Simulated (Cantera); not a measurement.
A perfectly stirred reactor is fed with H2 : O2 : N2 = 1 : 1.22 : 4.59 (molar parts), equivalence ratio 0.41, at 6.91 atm; it is adiabatic with a 823 K inlet, and is followed from long to short residence time, starting on the burning branch (τ in s: 0.044, 0.02, 0.0087, 0.0039, 0.0017, 0.00076, 0.00034, 0.00015, 6.6e-05, 2.9e-05, 1.3e-05, 5.8e-06).

Detailed kinetics in Cantera: GRI-Mech 3.0 (53 species, 325 reactions). The hydrogen kinetics of GRI-Mech 3.0 are dated; newer H2 mechanisms differ, most at raised pressure.

Problem. Predict: blow-out, bracketed by the residence times tried; x(H2) at τ = 44.0 ms; x(O2) at τ = 44.0 ms; x(NO) at τ = 44.0 ms; x(H) at τ = 44.0 ms; x(H2O2) at τ = 44.0 ms; x(H2) at τ = 0.340 ms; x(O2) at τ = 0.340 ms; x(NO) at τ = 0.340 ms; x(H) at τ = 0.340 ms; x(H2O2) at τ = 0.340 ms.

Solution. 
```
Quantity                                                                           Value
------------------------------------------------  --------------------------------------
blow-out, bracketed by the residence times tried  burning at 5.80 µs, the shortest tried
x(H2) at τ = 44.0 ms                                                             4.44e-5
x(O2) at τ = 44.0 ms                                                               0.114
x(NO) at τ = 44.0 ms                                                             4.38e-5
x(H) at τ = 44.0 ms                                                              2.36e-6
x(H2O2) at τ = 44.0 ms                                                           2.09e-7
x(H2) at τ = 0.340 ms                                                           0.000887
x(O2) at τ = 0.340 ms                                                              0.113
x(NO) at τ = 0.340 ms                                                            1.11e-5
x(H) at τ = 0.340 ms                                                            0.000118
x(H2O2) at τ = 0.340 ms                                                          9.06e-7
```
